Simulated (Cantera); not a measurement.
A Cantera script and its output.

```python
import numpy as np
import cantera as ct

gas = ct.Solution("gri30.yaml")
gas.TPX = 1673, 1000000, {'CO': 1, 'H2': 0.41, 'O2': 1.16, 'N2': 4.35, 'CO2': 0.41}
reactor = ct.IdealGasReactor(gas, energy="on", clone=False)
net = ct.ReactorNet([reactor])
net.rtol, net.atol = 1e-08, 1e-16
show = ['CO', 'H2', 'O2', 'N2O', 'NO']
times = np.geomspace(6e-06, 0.2, 14)

steps = ct.SolutionArray(gas, extra=["t"])
rows = []
print(f"{'t/s':>10s}{'T/K':>9s}{'P/Pa':>11s}" + "".join(f"{s:>11s}" for s in show))
for t in times:
    while net.time < t:
        t_next = net.step()
        steps.append(gas.state, t=t_next)
    rows.append([np.interp(t, steps.t, y) for y in (steps.T, steps.P, *steps(*show).X.T)])
    print(f"{t:10.3e}{rows[-1][0]:9.1f}{rows[-1][1]:11.4g}" + "".join(f"{x:11.3e}" for x in rows[-1][2:]))
rate = np.gradient(steps.T, steps.t)
print("integrator steps:", len(steps.t))
if steps.T.max() > steps.T[0] + 200:
    print(f"time of steepest temperature rise: {steps.t[rate.argmax()]:.4e} s")
gas.TPX = 1673, 1000000, {'CO': 1, 'H2': 0.41, 'O2': 1.16, 'N2': 4.35, 'CO2': 0.41}
gas.equilibrate("UV")
print(f"equilibrium (UV): T = {gas.T:.1f} K  " + "  ".join(f"{s} {gas[s].X[0]:.3e}" for s in show))
```

Result:

```
       t/s      T/K       P/Pa         CO         H2         O2        N2O         NO
 6.000e-06   2707.5   1.52e+06  5.395e-02  2.236e-03  8.654e-02  3.510e-06  2.411e-04
 1.337e-05   2888.2  1.603e+06  3.735e-02  1.559e-03  8.002e-02  3.970e-06  1.062e-03
 2.978e-05   2902.4  1.608e+06  3.549e-02  1.498e-03  7.836e-02  4.002e-06  3.014e-03
 6.636e-05   2896.9  1.605e+06  3.523e-02  1.491e-03  7.649e-02  4.000e-06  6.785e-03
 1.478e-04   2888.2  1.599e+06  3.484e-02  1.480e-03  7.357e-02  4.051e-06  1.267e-02
 3.294e-04   2879.5  1.594e+06  3.446e-02  1.470e-03  7.069e-02  4.158e-06  1.850e-02
 7.339e-04   2875.9  1.592e+06  3.430e-02  1.466e-03  6.952e-02  4.217e-06  2.086e-02
 1.635e-03   2875.6  1.591e+06  3.429e-02  1.466e-03  6.943e-02  4.222e-06  2.104e-02
 3.643e-03   2875.6  1.591e+06  3.429e-02  1.466e-03  6.943e-02  4.222e-06  2.104e-02
 8.117e-03   2875.6  1.591e+06  3.429e-02  1.466e-03  6.943e-02  4.222e-06  2.104e-02
 1.808e-02   2875.6  1.591e+06  3.429e-02  1.466e-03  6.943e-02  4.222e-06  2.104e-02
 4.029e-02   2875.6  1.591e+06  3.429e-02  1.466e-03  6.943e-02  4.222e-06  2.104e-02
 8.977e-02   2875.6  1.591e+06  3.429e-02  1.466e-03  6.943e-02  4.222e-06  2.104e-02
 2.000e-01   2875.6  1.591e+06  3.429e-02  1.466e-03  6.943e-02  4.222e-06  2.104e-02
integrator steps: 1187
time of steepest temperature rise: 1.5236e-06 s
equilibrium (UV): T = 2875.6 K  CO 3.429e-02  H2 1.466e-03  O2 6.943e-02  N2O 4.222e-06  NO 2.104e-02
```

Cantera simulation using GRI-Mech 3.0 (53 species, 325 reactions); the numbers are that mechanism's predictions, not measurements. The hydrogen kinetics of GRI-Mech 3.0 are dated; newer H2 mechanisms differ, most at raised pressure.
